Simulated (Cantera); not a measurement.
Ignition delay

Mixture: 4.07 % C3H8, 15.7 % O2, 59.1 % N2, 21.2 % H2O, equivalence ratio 1.3, at 5250 Torr, adiabatic and at constant volume. Ignition delay is the time to a rise of 400 K.

Cantera simulation using GRI-Mech 3.0 (53 species, 325 reactions); the numbers are that mechanism's predictions, not measurements. GRI-Mech 3.0 was tuned for natural gas; its chemistry of propane as a main component is partial and can be far from experiment.

```json
[
 {"T0 (K)": "1025", "delay (ms)": "64.5"},
 {"T0 (K)": "1075", "delay (ms)": "23.9"},
 {"T0 (K)": "1125", "delay (ms)": "9.06"},
 {"T0 (K)": "1175", "delay (ms)": "3.53"},
 {"T0 (K)": "1225", "delay (ms)": "1.43"},
 {"T0 (K)": "1275", "delay (ms)": "0.607"},
 {"T0 (K)": "1325", "delay (ms)": "0.274"}
]
```

The apparent activation energy between 1225 and 1325 K is 220 kJ/mol.
